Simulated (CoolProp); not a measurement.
Octamethylcyclotetrasiloxane (D4) along the isotherm 346.85 °C: Z from the reference equation and from simpler models built on Tc = 313.4 °C, pc = 1.347 MPa, ω = 0.598; each cubic takes its own stable root.

Model: reference Helmholtz-energy equation of state, Thol 2015, in CoolProp.

| p (MPa) | phase | reference | Redlich-Kwong | Peng-Robinson |
|---|---|---|---|---|
| 0.202 | gas | 0.9563 | 0.9554 | 0.9530 |
| 0.404 | gas | 0.9101 | 0.9082 | 0.9042 |
| 0.606 | gas | [?] | 0.8579 | 0.8532 |
| 0.808 | gas | 0.8087 | 0.8034 | 0.7997 |
| 1.01 | gas | 0.7523 | 0.7436 | 0.7430 |
| 1.21 | gas | 0.6917 | 0.6767 | 0.6830 |
| 1.41 | supercritical | 0.6249 | 0.5980 | 0.6181 |
| 1.62 | supercritical | 0.5461 | [?] | 0.5446 |
| 1.82 | supercritical | 0.4642 | [?] | 0.4740 |
| 2.02 | supercritical | 0.3946 | 0.3639 | 0.4202 |

### Question
Complete the blanks.

### Answer

- 0.606, reference: 0.8610
- 1.62, Redlich-Kwong: 0.4946
- 1.82, Redlich-Kwong: 0.3965
